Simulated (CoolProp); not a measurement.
Saturation properties of nitrous oxide (Tc = 309.5 K, pc = 7.245 MPa, ω = 0.161).

Computed with CoolProp (reference Helmholtz-energy equation of state, Lemmon 2006). It is a short technical equation, of lower accuracy than the large ones.

```json
[
 {"T (K)": "223.1", "p (MPa)": "0.6462", "liquid density (kg/m³)": "1110", "vapour density (kg/m³)": "16.98", "enthalpy of vaporisation (kJ/kg)": "326.0", "liquid cp (kJ/(kg K))": "1.800"},
 {"T (K)": "225.2", "p (MPa)": "0.7008", "liquid density (kg/m³)": "1103", "vapour density (kg/m³)": "18.35", "enthalpy of vaporisation (kJ/kg)": "323.0", "liquid cp (kJ/(kg K))": "1.808"},
 {"T (K)": "227.2", "p (MPa)": "0.7559", "liquid density (kg/m³)": "1096", "vapour density (kg/m³)": "19.74", "enthalpy of vaporisation (kJ/kg)": "320.1", "liquid cp (kJ/(kg K))": "1.816"},
 {"T (K)": "229.2", "p (MPa)": "0.8141", "liquid density (kg/m³)": "1089", "vapour density (kg/m³)": "21.21", "enthalpy of vaporisation (kJ/kg)": "317.1", "liquid cp (kJ/(kg K))": "1.825"},
 {"T (K)": "231.3", "p (MPa)": "0.8787", "liquid density (kg/m³)": "1081", "vapour density (kg/m³)": "22.84", "enthalpy of vaporisation (kJ/kg)": "313.9", "liquid cp (kJ/(kg K))": "1.835"},
 {"T (K)": "233.3", "p (MPa)": "0.9438", "liquid density (kg/m³)": "1074", "vapour density (kg/m³)": "24.49", "enthalpy of vaporisation (kJ/kg)": "310.8", "liquid cp (kJ/(kg K))": "1.845"},
 {"T (K)": "235.4", "p (MPa)": "1.016", "liquid density (kg/m³)": "1067", "vapour density (kg/m³)": "26.32", "enthalpy of vaporisation (kJ/kg)": "307.5", "liquid cp (kJ/(kg K))": "1.856"},
 {"T (K)": "237.4", "p (MPa)": "1.088", "liquid density (kg/m³)": "1059", "vapour density (kg/m³)": "28.17", "enthalpy of vaporisation (kJ/kg)": "304.3", "liquid cp (kJ/(kg K))": "1.867"},
 {"T (K)": "239.5", "p (MPa)": "1.168", "liquid density (kg/m³)": "1052", "vapour density (kg/m³)": "30.21", "enthalpy of vaporisation (kJ/kg)": "300.8", "liquid cp (kJ/(kg K))": "1.880"},
 {"T (K)": "241.5", "p (MPa)": "1.248", "liquid density (kg/m³)": "1044", "vapour density (kg/m³)": "32.27", "enthalpy of vaporisation (kJ/kg)": "297.5", "liquid cp (kJ/(kg K))": "1.893"},
 {"T (K)": "243.6", "p (MPa)": "1.337", "liquid density (kg/m³)": "1036", "vapour density (kg/m³)": "34.56", "enthalpy of vaporisation (kJ/kg)": "293.9", "liquid cp (kJ/(kg K))": "1.907"},
 {"T (K)": "245.6", "p (MPa)": "1.425", "liquid density (kg/m³)": "1028", "vapour density (kg/m³)": "36.86", "enthalpy of vaporisation (kJ/kg)": "290.4", "liquid cp (kJ/(kg K))": "1.921"},
 {"T (K)": "247.6", "p (MPa)": "1.517", "liquid density (kg/m³)": "1020", "vapour density (kg/m³)": "39.28", "enthalpy of vaporisation (kJ/kg)": "286.8", "liquid cp (kJ/(kg K))": "1.937"},
 {"T (K)": "249.7", "p (MPa)": "1.619", "liquid density (kg/m³)": "1012", "vapour density (kg/m³)": "41.97", "enthalpy of vaporisation (kJ/kg)": "283.0", "liquid cp (kJ/(kg K))": "1.954"}
]
```

It boils at 184.7 K under 1 atm.
